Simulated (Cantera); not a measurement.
An adiabatic, constant-volume homogeneous reactor starts with CH4 : H2 : O2 : N2 : H2O = 1 : 0.096 : 4.18 : 15.7 : 2.1 (molar parts), at 1075 K and 0.987 atm.

Model: GRI-Mech 3.0 (53 species, 325 reactions), integrated in Cantera.

One state of this run: T (K) = 2196; P (bar) = 2.04; x CH4 = <1e-12; x H2 = 0.000473; x O2 = 0.0878; x H2O2 = 2.55e-7; x OH = 0.00442; x NO = 0.00752; x CH3 = <1e-12. x: mole fraction; the columns are a selection and need not sum to one.

Problem. Which value of t (s) does it belong to?
A) 5.00
B) 4.00e-6
C) 1.09e-5
D) 0.00164

Solution. A, 5.00
